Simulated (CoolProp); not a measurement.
Computed with CoolProp (reference Helmholtz-energy equation of state, Zhou 2011).

### Question
Give the vapour pressure (kPa), vapour density (kg/m³), enthalpy of vaporisation (kJ/kg), surface tension (mN/m) of saturated dimethyl carbonate at 341.3, 413.4 K.

### Answer
```csv
T (K),p (kPa),vapour density (kg/m³),enthalpy of vaporisation (kJ/kg),surface tension (mN/m)
341.3,47.7,1.54,391,22.1
413.4,400,11.4,338,12.5
```

Surface tension comes from a separate correlation (Mulero 2014).
